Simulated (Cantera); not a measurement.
Cantera run:

```python
import numpy as np
import cantera as ct

gas_names = """
    B BH BH2 BH3 BN B2 H H2 N NH NH2 NH3 N2 N2H2 N2H4
""".split()
cond_names = """
    B(b) B(L) BN(s)
""".split()


# ... load() reads the species with a 1 bar reference pressure and builds the phases ...
atoms = {
    'BN': {'B': 1, 'N': 1},
    'H2': {'H': 2},
}
top_T = {'BN(s)': 3200}  # K; cautious upper limits of use, not melting points


# ... equilibrate(T, P, feed) seeds the gas with the atoms and calls Mixture.equilibrate('TP', solver="vcs", rtol=1e-11, max_steps=5000) ...
results = []
feed = {'BN': 1, 'H2': 45}  # mol
P = 13332.2  # Pa
for T in [1098, 1198, 1298, 1398, 1498, 1598, 1698, 1798, 1898, 1998, 2098]:
    mix = equilibrate(T, P, feed)
    results.append((T, P, feed, dict(zip(mix.species_names, mix.species_moles))))
    x = sorted(zip(gas.X, gas.species_names), reverse=True)
    print(f"T = {T:g} K  P = {P:g} Pa  gas = {mix.phase_moles(0):.4g} mol")
    print("   x: " + "  ".join(f"{s} {v:.3e}" for v, s in x if v > 0.001))
    print("   condensed (mol): " + ("  ".join(f"{mix.phase(i).name} {mix.phase_moles(i):.4g}"
          for i in range(1, mix.n_phases) if mix.phase_moles(i) > 1e-12) or "none"))
```

Result:

```
T = 1098 K  P = 13332.2 Pa  gas = 45 mol
   x: H2 1.000e+00
   condensed (mol): BN(s) 1
T = 1198 K  P = 13332.2 Pa  gas = 45 mol
   x: H2 1.000e+00
   condensed (mol): BN(s) 1
T = 1298 K  P = 13332.2 Pa  gas = 45 mol
   x: H2 1.000e+00
   condensed (mol): BN(s) 1
T = 1398 K  P = 13332.2 Pa  gas = 45 mol
   x: H2 1.000e+00
   condensed (mol): BN(s) 1
T = 1498 K  P = 13332.2 Pa  gas = 45 mol
   x: H2 9.999e-01
   condensed (mol): BN(s) 0.9999
T = 1598 K  P = 13332.2 Pa  gas = 45 mol
   x: H2 9.998e-01
   condensed (mol): BN(s) 0.9996
T = 1698 K  P = 13332.2 Pa  gas = 45.01 mol
   x: H2 9.996e-01
   condensed (mol): BN(s) 0.9985
T = 1798 K  P = 13332.2 Pa  gas = 45.02 mol
   x: H2 9.989e-01
   condensed (mol): BN(s) 0.9953
T = 1898 K  P = 13332.2 Pa  gas = 45.06 mol
   x: H2 9.974e-01  H 2.138e-03
   condensed (mol): B(b) 0.004187  BN(s) 0.984
T = 1998 K  P = 13332.2 Pa  gas = 45.14 mol
   x: H2 9.943e-01  H 4.381e-03
   condensed (mol): B(b) 0.05593  BN(s) 0.9226
T = 2098 K  P = 13332.2 Pa  gas = 45.35 mol
   x: H2 9.873e-01  H 8.374e-03  N2 3.558e-03
   condensed (mol): B(b) 0.2858  BN(s) 0.6773
```

Equilibrium computed with Cantera from the NASA thermochemical tables; the gas is ideal and each condensed phase is pure. Mutual solubility and eutectic melting of coexisting phases are not modelled. The tables' values for BH2 are old estimates; treat these amounts as uncertain. Gases not in the tables: B2H6 and higher boranes.
